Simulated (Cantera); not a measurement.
A closed system holds: 1 mol Si₂Cl₆, a varied amount of N₂, equilibrated at 952 °C and 0.190 bar.

These are equilibrium values from Cantera (NASA tables, ideal gas, pure condensed phases), not measurements of a reactor. Candidate condensed phases: Si, Si₃N₄; 13 gas species. The feed counts by its element totals alone. N₂ is the only nitrogen source here; it is nearly inert below about 1500 K, so the nitride shown seldom forms there in practice. The tables' values for SiCl₃ are old estimates; treat these amounts as uncertain. The numbers say what is thermodynamically allowed, not how fast it happens.

x: gas mole fraction; n: condensed amount in mol.

```tsv
n(N₂) (mol)	x N₂	x SiCl₄	x SiCl₃	x SiCl₂	n Si₃N₄(s)
1.3	0.392	0.602	0.00564	0.000417	0.165
1.9	0.511	0.484	0.00458	0.000343	0.165
2.8	0.621	0.375	0.00366	0.000282	0.165
4	0.709	0.288	0.00293	0.000237	0.165
5.8	0.784	0.213	0.00231	0.000197	0.165
8.3	0.841	?	0.00181	?	0.165
12	0.886	0.113	0.00140	0.000138	0.165
17	0.917	0.0816	0.00109	0.000116	0.165
25	0.942	?	0.000827	?	0.164
36	0.959	0.0398	0.000633	7.97e-5	0.164
51	0.971	0.0283	0.000490	6.69e-5	0.164
```

### Question
Fill in the missing entries.

### Answer

- 25, x SiCl₄: 0.0566
- 25, x SiCl₂: 9.56e-5
- 8.3, x SiCl₄: 0.157
- 8.3, x SiCl₂: 0.000165
